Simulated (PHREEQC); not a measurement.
PHREEQC input (Pitzer model, pitzer.dat):

```
SOLUTION 1
  temp 30
  units mol/kgw
  pH 7 charge
  Cl 0.36
  Na 0.87
  C(4) 0.48
END
USE solution 1
INCREMENTAL_REACTIONS false
REACTION 1
  H2O -1
  0 9.886 18.011 24.689 30.178 34.689 38.397 41.444
  43.949 46.007 47.699 49.089 50.232 51.172 51.944 52.578
  53.1 53.528 53.88 54.17 54.408 moles
EQUILIBRIUM_PHASES 1
  Halite 0 0
  Nahcolite 0 0
  Natron 0 0
  Trona 0 0
  CO2(g) -3.4 10
SELECTED_OUTPUT 1
  -reset false
  -pH true
  -pe true
  -ionic_strength true
  -water true
  -activities H2O
  -totals C Cl Na
  -molalities H+ Na+ Cl- CO3-2 OH- HCO3- CO2
  -equilibrium_phases Halite Nahcolite Natron Trona
PRINT
  -reset false
END
```

Selected output (columns that matter, 11 of 21 rows; water left (kg) added in front):

```
water left (kg)	pH	mu	C	Cl	Na	m_H+	m_Na+	m_Cl-	m_CO3-2	m_OH-	m_HCO3-	la_H2O	Halite	Trona
1.00321	9.9262	1.077	0.29845	0.35885	0.86722	2.076e-10	0.86722	0.35885	0.20973	0.00019925	0.088707	-0.0099206	0	0
0.678868	9.958	1.6032	0.42944	0.53029	1.2815	1.9549e-10	1.2815	0.53029	0.32161	0.00021663	0.10782	-0.014459	0	0
0.459785	9.9819	2.3813	0.6199	0.78297	1.8922	1.8008e-10	1.8922	0.78297	0.48909	0.0002263	0.1308	-0.021284	0	0
0.311806	9.9989	3.5281	0.8975	1.1546	2.7902	1.5692e-10	2.7902	1.1546	0.73791	0.00022565	0.15958	-0.031991	0	0
0.21185	10.011	5.2109	1.3029	1.6993	4.1067	1.2261e-10	4.1067	1.6993	1.1043	0.00021399	0.19862	-0.049906	0	0
0.143367	9.9991	7.0314	1.66	2.511	5.6013	8.3029e-11	5.6013	2.511	1.4301	0.00019663	0.22993	-0.076499	0	0.022319
0.0942553	9.8798	6.9336	1.1454	3.8194	5.9493	5.6816e-11	5.9493	3.8194	0.9843	0.00017781	0.16113	-0.095662	0	0.10308
0.0616143	9.7061	7.3609	0.66531	5.5696	6.798	3.5977e-11	6.798	5.5696	0.5629	0.00014184	0.10241	-0.1293	0.016832	0.14477
0.0404164	9.7061	7.3609	0.66531	5.5696	6.798	3.5977e-11	6.798	5.5696	0.5629	0.00014184	0.10241	-0.1293	0.1349	0.15345
0.0261134	9.7061	7.3609	0.66531	5.5696	6.798	3.5977e-11	6.798	5.5696	0.5629	0.00014184	0.10241	-0.1293	0.21456	0.15931
0.0164313	9.7061	7.3609	0.66531	5.5696	6.798	3.5977e-11	6.798	5.5696	0.5629	0.00014184	0.10241	-0.1293	0.26848	0.16327
```

Complexes and solids missing from the database can't appear.
